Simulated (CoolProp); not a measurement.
Vapour-liquid equilibrium of CHF3 (R23) (1) + R227EA (2) at 196.7 K; x and y are mole fractions of (1).

Model: multi-fluid Helmholtz-energy mixture model, Penoncello 2003 and Lemmon 2016; pair parameters Bell 2016, in CoolProp.

Question: Give the bubble pressure and the first vapour's composition at x = 0.2, 0.35, 0.65. Is there an azeotrope?

Answer: x = 0.2: 0.03674 MPa, y = 0.938; x = 0.35: 0.06102 MPa, y = 0.968; x = 0.65: 0.09819 MPa, y = 0.987. No azeotrope shows between x = 0.05 and 0.95.

The pair parameters rest on a limited set of measurements; away from them the model extrapolates.
